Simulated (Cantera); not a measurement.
Premixed flame

A freely propagating, adiabatic, planar premixed flame of 19.1 % H₂, 21.0 % O₂, 59.8 % N₂, equivalence ratio 0.45, unburnt at 348 K and 3.90 bar; mixture-averaged transport, grid criteria slope 0.08 and curve 0.16, no radiation.

Detailed kinetics in Cantera: the H2/O2 subset of GRI-Mech 3.0, which has no nitrogen chemistry. The hydrogen kinetics of GRI-Mech 3.0 are dated; newer H2 mechanisms differ, most at raised pressure. Burning velocities carry a grid error of a few per cent, more on coarse grids. Lean hydrogen flames are cellular in practice and burn faster than this planar one.

| z (mm) | T (K) | u (m/s) | x H₂ | x O₂ | x H₂O | x H | x H₂O₂ | x OH |
|---|---|---|---|---|---|---|---|---|
| -0.345 | 348 | 0.450 | 0.187 | 0.211 | 2.05e-5 | <1e-8 | 4.21e-8 | <1e-8 |
| -0.230 | 352 | 0.449 | 0.177 | 0.214 | 0.000310 | <1e-8 | 7.91e-7 | <1e-8 |
| -0.173 | 365 | 0.458 | 0.163 | 0.217 | 0.00175 | <1e-8 | 5.26e-6 | <1e-8 |
| -0.115 | 425 | 0.519 | 0.132 | 0.221 | 0.0106 | <1e-8 | 3.73e-5 | <1e-8 |
| -0.0575 | 723 | 0.854 | 0.0791 | 0.210 | 0.0570 | 2.68e-6 | 0.000189 | 6.53e-6 |
| -0.0288 | 1044 | 1.22 | 0.0493 | 0.188 | 0.104 | 0.000187 | 0.000185 | 0.000249 |
| 0 | 1365 | 1.60 | 0.0236 | 0.161 | 0.152 | 0.000966 | 2.65e-5 | 0.00153 |
| 0.0288 | 1560 | 1.83 | 0.00918 | 0.142 | 0.181 | 0.00115 | 4.53e-6 | 0.00335 |
| 0.0575 | 1655 | 1.94 | 0.00374 | 0.134 | 0.193 | 0.000726 | 2.70e-6 | 0.00401 |
| 0.115 | 1724 | 2.02 | 0.00101 | 0.131 | 0.200 | 0.000194 | 1.40e-6 | 0.00325 |
| 0.230 | 1752 | 2.05 | 0.000212 | 0.131 | 0.203 | 2.31e-5 | 5.84e-7 | 0.00177 |
| 0.460 | 1760 | 2.06 | 4.35e-5 | 0.132 | 0.204 | 2.69e-6 | 2.34e-7 | 0.000903 |
| 0.921 | 1762 | 2.06 | 1.48e-5 | 0.132 | 0.204 | 6.60e-7 | 1.31e-7 | 0.000574 |
x: mole fraction of selected species; z is measured from the peak of heat release.

```
Quantity                     Result
------------------------  ---------
laminar burning velocity  45.1 cm/s
thermal thickness          0.115 mm
peak x(H)                   0.00120
peak x(H₂O₂)               0.000216
peak x(OH)                  0.00401
grid points                     109
```
